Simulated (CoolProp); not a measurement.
Vapour-liquid equilibrium of n-hexane (1) + cyclohexane (2) at 58.25 °C; x and y are mole fractions of (1).

Computed with CoolProp (multi-fluid Helmholtz-energy mixture model, Thol 2019 and Zhou 2014; pair parameters Bell 2016).

Give the bubble pressure and the first vapour's composition at x = 0.35, 0.65, 0.8. Is there an azeotrope?

x = 0.35: 0.05846 MPa, y = 0.446; x = 0.65: 0.06512 MPa, y = 0.723; x = 0.8: 0.06817 MPa, y = 0.846. No azeotrope shows between x = 0.05 and 0.95.

Pair parameters are fitted to limited data, so mixtures are less certain than the pure fluids.
